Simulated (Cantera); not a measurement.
An adiabatic, constant-volume homogeneous reactor starts with CH₄ : CO : O₂ : N₂ = 1 : 0.51 : 1.13 : 6.99 (molar parts), at 1773 K and 24000 Pa.

Model: GRI-Mech 3.0 (53 species, 325 reactions), integrated in Cantera.

Problem. Predict: time of steepest temperature rise; temperature at 0.400 s; equilibrium temperature; x(CO) at 0.400 s; x(O₂) at 0.400 s.

Solution. 
```
Property                                                               Value
---------------------------------  -----------------------------------------
time of steepest temperature rise                                   0.718 ms
temperature at 0.400 s                                                2662 K
equilibrium temperature                                               2662 K
x(CO) at 0.400 s                         0.122 (gas-phase equilibrium 0.122)
x(O₂) at 0.400 s                   0.000445 (gas-phase equilibrium 0.000445)
```
